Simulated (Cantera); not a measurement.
Input: 1 mol Hg, a varied amount of O₂, 0.11 mol H₂, at 1302 °C and 14.0 Pa.

Equilibrium computed with Cantera from the NASA thermochemical tables; the gas is ideal and each condensed phase is pure. Candidate condensed phases: H₂O, Hg, HgO; 10 gas species. Equilibrium is a limit: real reactors are often held back by kinetics, nucleation or transport.

Question: At 0.075 mol O₂, list the 7 most abundant gas species with their mole fractions, and the condensed phases.

Answer: Hg 0.885, H₂O 0.0966, O₂ 0.0176, OH 0.000709, H₂ 0.000303, O 0.000120, H 6.11e-5. Condensed: gas only.
